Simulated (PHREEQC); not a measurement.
Ca(OH)2 is added in steps, without added water, to 1 kg of water holding 6.9 mmol/kgw HF, 0.59 mmol/kgw CsF and 0.046 mmol/kgw HCl, at 25 °C. Oxygen alone is held at its pressure in air (log pO2 = -0.68). No CO2 enters from the air. Solids allowed: Fluorite, Portlandite. Others were left out.

Base run: PHREEQC, ion-association model, wateq4f.dat. Each further column changes one thing. The table gives pH.

| Ca(OH)2 added (mol) | base | 7.6e-05 mol/kgw (CH3)4NCl added | HCl left out | 0.00018 mol/kgw Na2CO3 added | no solid may form |
|---|---|---|---|---|---|
| 0 | 2.79 | 2.79 | 2.80 | 2.84 | 2.79 |
| 0.00035 | 2.82 | 2.82 | 2.83 | 2.87 | 2.89 |
| 0.0007 | 2.85 | 2.85 | 2.86 | 2.91 | 2.99 |
| 0.00105 | 2.89 | 2.89 | 2.90 | 2.96 | 3.09 |
| 0.0014 | 2.94 | 2.94 | 2.95 | 3.01 | 3.21 |
| 0.00175 | 2.99 | 2.99 | 3.00 | 3.07 | 3.33 |
| 0.0021 | 3.06 | 3.06 | 3.07 | 3.16 | 3.47 |
| 0.00245 | 3.16 | 3.16 | 3.17 | 3.28 | 3.64 |
| 0.0028 | 3.30 | 3.30 | 3.32 | 3.47 | 3.86 |
| 0.00315 | 3.56 | 3.56 | 3.60 | 3.96 | 4.21 |
| 0.0035 | 9.72 | 9.72 | 9.98 | 10.14 | 9.67 |
| 0.00385 | 10.86 | 10.86 | 10.88 | 10.86 | 10.81 |
| 0.0042 | 11.14 | 11.14 | 11.15 | 11.14 | 11.09 |

 (CH3)4N+ isn't in the database: it is added as a free cation with an ion size of 4 Å. In at least one series the solution becomes supersaturated in solids that the run did not let form, among them Fluorite. Solids allowed in the column '0.00018 mol/kgw Na2CO3 added': Calcite, Fluorite, Portlandite, Halite, Nahcolite, Natron.
